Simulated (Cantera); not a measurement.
Cantera with NASA thermochemical tables; ideal gases at 1 bar, condensed phases pure. Values are per mole of reaction as written; species without (g) are pure solids or liquids, kept so even where they would boil at 1 bar.

H(g) + TiCl4(g) → TiCl3 + HCl(g)

```tsv
T (K)	ΔH° (kJ)	ΔS° (J/K)	ΔG° (kJ)	log10 K
300	?	?	?	?
500	?	?	?	?
550	-267.1	-138.5	-190.9	18.13
600	-266.8	-138.0	-184.0	16.02
650	-266.5	-137.5	-177.1	14.23
700	?	?	?	?
750	-265.8	-136.4	-163.4	11.38
800	-265.4	-135.9	-156.6	10.23
850	-264.9	-135.4	-149.8	9.21
900	-264.5	-134.9	-143.1	8.30
950	?	?	?	?
1000	-263.5	-133.8	-129.6	6.77
```

Q: Fill in the missing entries.

A: 
- 300, ΔH° (kJ): -268.9
- 300, ΔS° (J/K): -142.9
- 300, ΔG° (kJ): -226.0
- 300, log10 K: 39.35
- 500, ΔH° (kJ): -267.4
- 500, ΔS° (J/K): -139.1
- 500, ΔG° (kJ): -197.9
- 500, log10 K: 20.67
- 700, ΔH° (kJ): -266.1
- 700, ΔS° (J/K): -137.0
- 700, ΔG° (kJ): -170.3
- 700, log10 K: 12.70
- 950, ΔH° (kJ): -264.0
- 950, ΔS° (J/K): -134.4
- 950, ΔG° (kJ): -136.3
- 950, log10 K: 7.50
